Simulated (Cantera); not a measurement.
Low-pressure radical oxidation in H2/O2

An isothermal, constant-pressure homogeneous reactor starts with H2 : O2 = 0.016 : 1 (molar parts), equivalence ratio 0.0080, at 1148 K and 2670 Pa.

Detailed kinetics in Cantera: GRI-Mech 3.0 (53 species, 325 reactions). Radical loss at walls, strong at low pressure, is not modelled.

```
t (s)         x H2   x O2       x O     x H2O     x HO2       x H    x H2O2
--------  --------  -----  --------  --------  --------  --------  --------
2.00e-5     0.0157  0.984  5.93e-11  3.61e-12  2.04e-10  1.47e-10    <1e-12
7.87e-5     0.0157  0.984  5.86e-10  1.41e-10  8.05e-10  3.51e-10    <1e-12
0.000310    0.0157  0.984   6.09e-9   4.42e-9   3.20e-9   1.43e-9    <1e-12
0.00122     0.0157  0.984   6.50e-7   7.63e-7   1.88e-8   1.20e-7  1.38e-11
0.00479   0.000522  0.972    0.0106    0.0137   4.25e-6   0.00146   1.39e-7
0.0189     6.23e-5  0.977   0.00666    0.0151   2.62e-6  0.000444   5.88e-8
0.0742     1.54e-5  0.982   0.00164    0.0156   1.35e-6   5.44e-5   4.91e-8
0.292      1.69e-6  0.984  0.000185    0.0158   3.63e-7   2.06e-6   2.49e-8
1.15       1.57e-7  0.984   1.77e-5    0.0159   6.09e-8   6.12e-8   6.54e-9
4.52       1.91e-8  0.984   2.21e-6    0.0159   1.01e-8   2.72e-9   1.27e-9
17.8       3.21e-9  0.984   3.80e-7    0.0159   3.07e-9  1.93e-10  2.60e-10
70.0      7.44e-10  0.984   8.90e-8    0.0159   3.07e-9  2.19e-11  6.63e-11
```
x: mole fraction; the columns are a selection and need not sum to one.

Equilibrium at this temperature and pressure: H2 4.05e-10, O2 0.984, O 4.85e-8, H2O 0.0159, HO2 3.76e-9, H 8.89e-12, H2O2 3.79e-11 (gas phase only).
